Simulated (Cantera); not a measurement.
Feed: 1 mol BN, 7.4 mol NF₃, 11 mol H₂, 0.17 mol O₂, held at 1552 °C and 0.100 bar.

These are equilibrium values from Cantera (NASA tables, ideal gas, pure condensed phases), not measurements of a reactor. Candidate condensed phases: B, BN, B₂O₃, B₃O₃H₃, H₂O; 62 gas species. The tables' values for BF₂ are old estimates; treat these amounts as uncertain. The numbers say what is thermodynamically allowed, not how fast it happens.

Base state: HF 0.754, N₂ 0.161, H₂ 0.0406, BF₃ 0.0303, BOF 0.00808, H₂O 0.00494, H 0.000281, BF₂ 6.11e-5 (mole fractions); condensed: gas only.

Task: What changes in the equilibrium state with this change: temperature from 1552 °C to 1250 °C?

Result: 
```
species    before    after
-------  --------  -------
HF          0.754    0.746
N₂          0.161    0.163
H₂         0.0406   0.0410
BF₃        0.0303   0.0375
H₂O       0.00494   0.0120
BF₂       6.11e-5  2.36e-6
H        0.000281  1.48e-5
BOF       0.00808  0.00119
```
